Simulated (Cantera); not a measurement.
An isothermal, constant-pressure homogeneous reactor starts with 25.3 % CH₄, 24.1 % H₂O, 50.6 % H₂, at 1925 K and 7500 Torr.

Computed with Cantera and GRI-Mech 3.0 (53 species, 325 reactions).

x: mole fraction; the columns are a selection and need not sum to one.

| t (s) | x CH₄ | x H₂O | x H₂ | x CH₂ | x C₂H₄ | x O |
|---|---|---|---|---|---|---|
| 3.00e-5 | 0.229 | 0.237 | 0.523 | 6.78e-7 | 0.00437 | ? |
| 0.000100 | 0.189 | 0.228 | 0.555 | 5.90e-7 | 0.00463 | ? |
| 0.000336 | 0.122 | 0.213 | 0.610 | 4.50e-7 | 0.00427 | ? |
| 0.00113 | 0.0636 | 0.194 | 0.662 | 3.21e-7 | 0.00478 | 9.80e-10 |
| 0.00377 | 0.0419 | 0.167 | 0.695 | 2.41e-7 | 0.00463 | 8.50e-10 |
| 0.0126 | 0.0356 | 0.121 | 0.731 | 1.66e-7 | 0.00343 | 6.66e-10 |
| 0.0423 | 0.0265 | 0.0653 | 0.774 | 9.44e-8 | 0.00186 | 4.05e-10 |
| 0.142 | 0.0170 | 0.0266 | 0.806 | 5.08e-8 | 0.000750 | 1.80e-10 |
| 0.475 | 0.0102 | 0.00811 | 0.822 | 2.86e-8 | 0.000267 | 5.69e-11 |
| 1.59 | 0.00688 | 0.00138 | 0.829 | 1.89e-8 | 0.000121 | 9.77e-12 |
| 5.32 | 0.00617 | 0.000133 | 0.830 | 1.69e-8 | 9.71e-5 | <1e-12 |
| 17.8 | 0.00616 | 0.000116 | 0.830 | 1.69e-8 | 9.68e-5 | <1e-12 |
| 59.7 | 0.00616 | 0.000116 | 0.830 | 1.69e-8 | 9.68e-5 | <1e-12 |
| 200 | 0.00616 | 0.000116 | 0.830 | 1.69e-8 | 9.68e-5 | <1e-12 |

Q: Fill in the missing entries.

A: 
- 3.00e-5, x O: 1.90e-9
- 0.000100, x O: 1.60e-9
- 0.000336, x O: 1.22e-9
